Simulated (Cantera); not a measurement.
A perfectly stirred reactor is fed with 9.49 % H2, 18.2 % O2, 68.6 % N2, 3.68 % H2O, equivalence ratio 0.26, at 17.0 bar; it is adiabatic with a 700 K inlet, and is followed from long to short residence time, starting on the burning branch (τ in s: 0.21, 0.078, 0.029, 0.011, 0.004, 0.0015, 0.00054, 0.0002, 7.5e-05).

Detailed kinetics in Cantera: the H2/O2 subset of GRI-Mech 3.0, which has no nitrogen chemistry. The hydrogen kinetics of GRI-Mech 3.0 are dated; newer H2 mechanisms differ, most at raised pressure. The pressure lies above the range GRI-Mech 3.0 was tuned for (to about 10 atm).

Predict: blow-out, bracketed by the residence times tried; x(H2) at τ = 0.210 s; x(O2) at τ = 0.210 s; x(H2O) at τ = 0.210 s; x(O) at τ = 0.210 s; x(H2O2) at τ = 0.210 s; x(H2) at τ = 4.00 ms; x(O2) at τ = 4.00 ms; x(H2O) at τ = 4.00 ms; x(O) at τ = 4.00 ms; x(H2O2) at τ = 4.00 ms.


| Quantity | Result |
|---|---|
| blow-out, bracketed by the residence times tried | burning at 1.50 ms, out at 0.540 ms |
| x(H2) at τ = 0.210 s | 6.00e-5 |
| x(O2) at τ = 0.210 s | 0.141 |
| x(H2O) at τ = 0.210 s | 0.138 |
| x(O) at τ = 0.210 s | 2.08e-7 |
| x(H2O2) at τ = 0.210 s | 9.86e-8 |
| x(H2) at τ = 4.00 ms | 0.00237 |
| x(O2) at τ = 4.00 ms | 0.142 |
| x(H2O) at τ = 4.00 ms | 0.136 |
| x(O) at τ = 4.00 ms | 3.75e-6 |
| x(H2O2) at τ = 4.00 ms | 6.79e-6 |
